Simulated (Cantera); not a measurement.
Standard-state values (1 bar) from the NASA 1993 polynomials, evaluated with Cantera. Values are per mole of reaction as written; species without (g) are pure solids or liquids, kept so even where they would boil at 1 bar.

Question: Between 300 and 973 K, where is each reaction favourable under standard conditions?
- SF4(g) + 2 Na → 2 F2(g) + Na2S

Answer: 
- SF4(g) + 2 Na → 2 F2(g) + Na2S: ΔG° is 367 kJ at 300 K and 308 kJ at 973 K; it stays positive (K < 1). ΔH° is 393 kJ and ΔS° 88 J/K at 973 K.
